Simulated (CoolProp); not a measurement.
Ammonia at 335.19 K and 0.695 MPa is throttled through a valve to 0.353 MPa with no heat exchange. Each further row changes one setting.

The numbers come from the reference Helmholtz-energy equation of state, Gao 2020 in CoolProp.

```
case                       temperature change (K)  final density (kg/m³)
-------------------------  ----------------------  ---------------------
as stated                                     [?]                    [?]
outlet pressure 0.106 MPa                     [?]                    [?]
outlet pressure 0.459 MPa                     [?]                    [?]
```

Question: Some entries are withheld; supply them.

Answer: 
- as stated, temperature change (K): -6.4
- as stated, final density (kg/m³): 2.26
- outlet pressure 0.106 MPa, temperature change (K): -11.5
- outlet pressure 0.106 MPa, final density (kg/m³): 0.676
- outlet pressure 0.459 MPa, temperature change (K): -4.4
- outlet pressure 0.459 MPa, final density (kg/m³): 2.94
